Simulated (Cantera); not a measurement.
An isothermal, constant-pressure homogeneous reactor starts with C2H4 : H2 = 1 : 6.1 (molar parts), at 1700 K and 0.735 Torr.

Model: GRI-Mech 3.0 (53 species, 325 reactions), integrated in Cantera. GRI-Mech 3.0 was tuned for natural gas; its chemistry of ethylene as a main component is partial and can be far from experiment. GRI-Mech 3.0 stops at C3 and has no aromatics, soot or wall deposition, so with more carbon than oxygen in the feed, carbon stays in small species such as C2H2 where larger ones or solid carbon would form. Radical loss at walls, strong at low pressure, is not modelled.

x: mole fraction; the columns are a selection and need not sum to one.

| t (s) | x C2H4 | x H2 | x H | x C2H6 | x CH4 | x CH3 |
|---|---|---|---|---|---|---|
| 2.00e-5 | 0.141 | 0.859 | 5.87e-9 | 1.65e-12 | <1e-12 | <1e-12 |
| 5.52e-5 | 0.141 | 0.859 | 1.69e-8 | 1.20e-11 | <1e-12 | <1e-12 |
| 0.000153 | 0.141 | 0.859 | ? | 8.16e-11 | <1e-12 | 1.64e-12 |
| 0.000421 | 0.141 | 0.859 | 1.45e-7 | 4.65e-10 | 4.73e-12 | 2.18e-11 |
| 0.00116 | 0.140 | 0.859 | 4.11e-7 | 1.92e-9 | 1.16e-10 | 2.07e-10 |
| 0.00321 | 0.140 | 0.859 | 1.15e-6 | 5.52e-9 | 1.93e-9 | 1.05e-9 |
| 0.00887 | 0.137 | 0.860 | 3.19e-6 | 1.14e-8 | 1.82e-8 | 2.82e-9 |
| 0.0245 | 0.131 | 0.860 | 8.81e-6 | 1.58e-8 | 1.09e-7 | 4.95e-9 |
| 0.0676 | 0.115 | 0.862 | 2.32e-5 | 1.64e-8 | 5.04e-7 | 7.71e-9 |
| 0.187 | ? | 0.867 | ? | ? | ? | ? |
| 0.516 | 0.0242 | 0.873 | 7.97e-5 | 5.08e-9 | 4.92e-6 | 1.33e-8 |
| 1.42 | 0.000368 | 0.876 | 0.000240 | 1.31e-10 | 6.70e-6 | 3.74e-8 |
| 3.93 | 9.96e-6 | 0.876 | 0.000927 | 6.03e-12 | 6.69e-6 | 1.44e-7 |
| 10.9 | 6.42e-6 | 0.874 | 0.00246 | 4.11e-12 | 6.76e-6 | 3.86e-7 |
| 30.0 | 5.23e-6 | 0.873 | 0.00413 | 3.07e-12 | 7.84e-6 | 7.52e-7 |

**Question.** Some entries are withheld; supply them.

**Answer.** 
- 0.000153, x H: 4.97e-8
- 0.187, x C2H4: 0.0782
- 0.187, x H: 4.84e-5
- 0.187, x C2H6: 1.36e-8
- 0.187, x CH4: 1.98e-6
- 0.187, x CH3: 1.09e-8
